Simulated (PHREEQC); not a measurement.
Solution A (0.014 mol/kgw HF, 3.9e-05 mol/kgw NH4HF2 and 0.00094 mol/kgw H2SO4) is mixed with solution B (3.4 mmol/kgw HF, 0.03 mmol/kgw NH4F, 0.00028 mmol/kgw H4SiO4 and 28 mmol/kgw H3PO4) at 25 °C; shares are by mass of water, 1 kg in all. Oxygen is held at 0.21 atm. No CO2 enters from the air. The run lets SiO2(a) precipitate or redissolve, and no other solid.

Computed with PHREEQC (ion-association model, phreeqc.dat).

```tsv
share of solution B	pH	HF (mol/kgw)	SiF6-2 (mol/kgw)	SO4-2 (mol/kgw)
0	2.43	0.0116	0	0.000728
0.1	…	0.0111	2.80e-8	0.000624
0.2	2.26	0.0104	5.60e-8	0.000531
0.35	2.18	0.00926	…	0.000409
0.45	2.13	0.00839	1.26e-7	0.000335
0.55	2.09	0.00749	1.54e-7	0.000267
0.65	2.06	0.00657	1.81e-7	0.000202
0.8	…	0.00514	2.19e-7	0.000112
0.9	1.99	0.00418	2.30e-7	5.46e-5
1	1.97	0.00320	1.85e-7	0
```

Q: Some entries are withheld; supply them.

A: 
- 0.1, pH: 2.34
- 0.35, SiF6-2 (mol/kgw): 9.80e-8
- 0.8, pH: 2.02

SiF6-2 is the database's only silicon fluoride.
